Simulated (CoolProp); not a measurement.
Aqueous potassium formate as a coolant, 7 % by mass, freezing at -3.3 °C, 1 atm.

Computed with CoolProp (Melinder's fits for secondary coolants).

| T (°C) | density (kg/m³) | cp (kJ/(kg K)) | conductivity (W/(m K)) | viscosity (mPa s) |
|---|---|---|---|---|
| 3.3 | 1045 | 3.923 | [?] | 1.76 |
| 9.2 | 1044 | 3.920 | [?] | [?] |
| 15.1 | 1043 | 3.919 | [?] | [?] |
| 21.1 | [?] | 3.919 | 0.585 | 1.11 |
| 27 | 1040 | 3.920 | 0.594 | 0.971 |
| 32.9 | 1038 | 3.921 | 0.602 | 0.859 |
| 38.8 | 1036 | 3.923 | 0.610 | 0.765 |

What belongs in the gaps?


- 3.3, conductivity (W/(m K)): 0.558
- 9.2, conductivity (W/(m K)): 0.567
- 9.2, viscosity (mPa s): 1.49
- 15.1, conductivity (W/(m K)): 0.576
- 15.1, viscosity (mPa s): 1.28
- 21.1, density (kg/m³): 1042
